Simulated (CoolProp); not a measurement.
Properties of nitrogen along the isotherm 104.5 K (Tc = 126.2 K, pc = 3.396 MPa, ω = 0.037).

Values from CoolProp's reference Helmholtz-energy equation of state, Span 2000.

| p (MPa) | phase | density (kg/m³) | isothermal compressibility (1/MPa) | expansivity (1/kK) |
|---|---|---|---|---|
| 0.0161 | gas | 0.5205 | 62.28 | 9.646 |
| 0.0305 | gas | 0.9885 | 32.96 | 9.715 |
| 0.0579 | gas | 1.885 | 17.45 | 9.850 |
| 0.11 | gas | 3.615 | 9.270 | 10.12 |
| 0.208 | gas | 6.960 | 4.996 | 10.66 |
| 0.394 | gas | (withheld) | 2.747 | 11.90 |
| 0.748 | gas | 28.22 | (withheld) | 15.37 |
| 1.42 | liquid | (withheld) | 0.01205 | (withheld) |
| 2.69 | liquid | (withheld) | 0.01038 | (withheld) |
| 5.09 | liquid | (withheld) | 0.008321 | (withheld) |

### Question
Complete the blanks.

### Answer

- 0.394, density (kg/m³): 13.68
- 0.748, isothermal compressibility (1/MPa): 1.604
- 1.42, density (kg/m³): 663.9
- 1.42, expansivity (1/kK): 10.54
- 2.69, density (kg/m³): 673.4
- 2.69, expansivity (1/kK): 9.516
- 5.09, density (kg/m³): 688.5
- 5.09, expansivity (1/kK): 8.195
